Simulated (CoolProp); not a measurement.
The fluid at 293.15 K and 1.33 MPa is throttled through a valve to 0.0487 MPa with no heat exchange. The same conditions are run with several fluids, on thermodynamics alone (safety and materials aside).

Computed with CoolProp (reference Helmholtz-energy equation of state of each fluid (sulfur hexafluoride: Guder 2009; ethylene: Smukala 2000; R13: Platzer 1990; carbon monoxide: Lemmon 2006; nitrogen: Span 2000)). The equations of Platzer and Polt are older, rougher fits.

**Question.** Rank sulfur hexafluoride, ethylene, R13, carbon monoxide, nitrogen by temperature change (K), highest first.

**Answer.** nitrogen (-2.8), carbon monoxide (-3.3), ethylene (-14.8), sulfur hexafluoride (-15.3), R13 (-17.4)

| fluid | final density (kg/m³) |
|---|---|
| sulfur hexafluoride | 3.10 |
| ethylene | 0.592 |
| R13 | 2.23 |
| carbon monoxide | 0.566 |
| nitrogen | 0.565 |
